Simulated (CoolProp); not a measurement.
Saturation properties of dodecamethylpentasiloxane (MD3M).

The numbers come from the reference Helmholtz-energy equation of state, Thol 2019 in CoolProp.

```
T (K)    p (MPa)  liquid density (kg/m³)  enthalpy of vaporisation (kJ/kg)  vapour Z  surface tension (mN/m)
-----  ---------  ----------------------  --------------------------------  --------  ----------------------
341.5  0.0001884                   827.9                             163.1    0.9991                    14.9
356.8  0.0004801                   812.9                             158.2    0.9980                    13.9
372.2   0.001111                   797.7                             153.4    0.9962                    12.9
387.5   0.002340                   782.4                             148.6    0.9932                    11.9
402.8   0.004572                   766.9                             143.8    0.9887                    11.0
418.2   0.008396                   750.9                             139.0    0.9822                    10.1
433.5    0.01450                   734.7                             134.2    0.9734                    9.15
448.9    0.02391                   718.0                             129.2    0.9616                    8.25
464.2    0.03762                   700.8                             124.2    0.9468                    7.38
479.6    0.05714                   682.9                             118.9    0.9282                    6.52
494.9    0.08373                   664.3                             113.4    0.9058                    5.69
510.3     0.1194                   644.6                             107.6    0.8787                    4.88
525.6     0.1657                   623.8                             101.4    0.8468                    4.10
541       0.2253                   601.3                             94.69    0.8090                    3.35
556.3     0.2997                   576.9                             87.29    0.7648                    2.63
```

It boils at 503.0 K under 1 atm.

Surface tension comes from a separate correlation (Mulero 2014), older than this fluid's equation and unchecked against measurements.
